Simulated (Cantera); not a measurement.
What does this Cantera script print?

```python
import numpy as np
import cantera as ct

gas = ct.Solution("gri30.yaml")
gas.TPX = 1323, 13332, {'C2H6': 1, 'N2': 6, 'H2O': 0.24}
reactor = ct.IdealGasConstPressureReactor(gas, energy="off", clone=False)
net = ct.ReactorNet([reactor])
net.rtol, net.atol = 1e-08, 1e-18
show = ['C2H6', 'CH3', 'CH4', 'H', 'C2H', 'HCN', 'CH2']
times = np.geomspace(0.0001, 100, 9)

steps = ct.SolutionArray(gas, extra=["t"])
rows = []
print(f"{'t/s':>10s}{'T/K':>9s}{'P/Pa':>11s}" + "".join(f"{s:>11s}" for s in show))
for t in times:
    while net.time < t:
        t_next = net.step()
        steps.append(gas.state, t=t_next)
    rows.append([np.interp(t, steps.t, y) for y in (steps.T, steps.P, *steps(*show).X.T)])
    print(f"{t:10.3e}{rows[-1][0]:9.1f}{rows[-1][1]:11.4g}" + "".join(f"{x:11.3e}" for x in rows[-1][2:]))
rate = np.gradient(steps.T, steps.t)
print("integrator steps:", len(steps.t))
if steps.T.max() > steps.T[0] + 200:
    print(f"time of steepest temperature rise: {steps.t[rate.argmax()]:.4e} s")
gas.TPX = 1323, 13332, {'C2H6': 1, 'N2': 6, 'H2O': 0.24}
gas.equilibrate("TP")
print(f"equilibrium (TP): T = {gas.T:.1f} K  " + "  ".join(f"{s} {gas[s].X[0]:.3e}" for s in show))
```

It prints:

```
       t/s      T/K       P/Pa       C2H6        CH3        CH4          H        C2H        HCN        CH2
 1.000e-04   1323.0  1.333e+04  1.378e-01  2.043e-04  5.965e-05  3.172e-06  8.036e-16  3.313e-13  8.449e-09
 5.623e-04   1323.0  1.333e+04  1.305e-01  5.700e-04  1.130e-03  1.662e-05  1.168e-11  2.408e-10  8.635e-08
 3.162e-03   1323.0  1.333e+04  8.308e-02  5.135e-04  9.624e-03  2.188e-05  4.163e-10  1.398e-09  8.553e-08
 1.778e-02   1323.0  1.333e+04  5.555e-03  1.263e-04  2.846e-02  2.169e-05  2.442e-09  2.406e-09  1.429e-08
 1.000e-01   1323.0  1.333e+04  8.719e-05  1.534e-05  2.924e-02  3.778e-06  7.419e-10  2.418e-09  2.825e-10
 5.623e-01   1323.0  1.333e+04  1.847e-05  7.691e-06  2.868e-02  2.195e-06  5.513e-10  2.362e-09  9.393e-11
 3.162e+00   1323.0  1.333e+04  5.595e-06  5.515e-06  2.826e-02  1.743e-06  4.941e-10  2.324e-09  6.485e-11
 1.778e+01   1323.0  1.333e+04  5.128e-06  5.395e-06  2.822e-02  1.716e-06  4.861e-10  2.353e-09  6.288e-11
 1.000e+02   1323.0  1.333e+04  5.129e-06  5.364e-06  2.811e-02  1.737e-06  4.797e-10  2.517e-09  5.980e-11
integrator steps: 1410
equilibrium (TP): T = 1323.0 K  C2H6 3.333e-06  CH3 4.019e-06  CH4 2.183e-02  H 2.048e-06  C2H 2.341e-10  HCN 6.994e-02  CH2 2.390e-11
```

Cantera simulation using GRI-Mech 3.0 (53 species, 325 reactions); the numbers are that mechanism's predictions, not measurements. GRI-Mech 3.0 stops at C3 and has no aromatics, soot or wall deposition, so with more carbon than oxygen in the feed, carbon stays in small species such as C2H2 where larger ones or solid carbon would form.
